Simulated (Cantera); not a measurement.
Mixture: CH3OH : O2 : N2 = 1 : 1 : 3.76 (molar parts), at 1.10 bar, adiabatic and at constant pressure. Ignition delay is the time to a rise of 400 K.

Detailed kinetics in Cantera: GRI-Mech 3.0 (53 species, 325 reactions). GRI-Mech 3.0 was tuned for natural gas; its chemistry of methanol as a main component is partial and can be far from experiment.

Problem. What does this change do: 0.18 parts H2 added?

Solution. 
| quantity | before | after |
|---|---|---|
| delay at 1300 K | 1.77 ms | 1.56 ms |
| delay at 1450 K | 0.293 ms | 0.272 ms |
| delay at 1600 K | 75.3 µs | 71.7 µs |
| delay at 1750 K | 26.4 µs | 25.4 µs |
| apparent activation energy between 1675 and 1825 K | 160 kJ/mol | 160 kJ/mol |

Problem. What does this change do: constant volume in place of constant pressure?

Solution. 
```tsv
quantity	before	after
delay at 1300 K	1.77 ms	1.70 ms
delay at 1450 K	0.293 ms	0.270 ms
delay at 1600 K	75.3 µs	65.8 µs
delay at 1750 K	26.4 µs	21.7 µs
apparent activation energy between 1675 and 1825 K	160 kJ/mol	170 kJ/mol
```
